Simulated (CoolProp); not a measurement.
Vapour-liquid equilibrium of ethane (1) + C2F6 (R116) (2) at -45.35 °C; x and y are mole fractions of (1).

Model: multi-fluid Helmholtz-energy mixture model, Bücker 2006 and Lemmon 2006; pair parameters Bell 2016, in CoolProp.

| x | bubble pressure, mixture model (MPa) | bubble pressure, Raoult's law (MPa) | y, mixture model | y, Raoult's law |
|---|---|---|---|---|
| 0.05 | [?] | 0.4537 | 0.142 | 0.072 |
| 0.15 | 0.6023 | 0.4743 | 0.338 | 0.205 |
| 0.25 | 0.6815 | 0.4949 | 0.459 | 0.328 |
| 0.35 | 0.7356 | 0.5156 | 0.537 | 0.441 |
| 0.45 | 0.7685 | 0.5362 | 0.591 | 0.545 |
| 0.55 | 0.7862 | 0.5568 | 0.631 | 0.642 |
| 0.65 | 0.7931 | 0.5775 | 0.666 | 0.731 |
| 0.75 | 0.7901 | 0.5981 | [?] | 0.815 |
| 0.85 | 0.7701 | 0.6187 | [?] | 0.893 |
| 0.95 | 0.7100 | 0.6394 | 0.885 | 0.965 |

Q: Fill in the missing entries.

A: 
- 0.05, bubble pressure, mixture model (MPa): 0.5001
- 0.75, y, mixture model: 0.705
- 0.85, y, mixture model: 0.765

The largest gap from Raoult's law is +43.3 % in bubble pressure, at x = 0.45. y crosses x between x = 0.65 and 0.75: the model has an azeotrope there.

Pair parameters are fitted to limited data, so mixtures are less certain than the pure fluids.
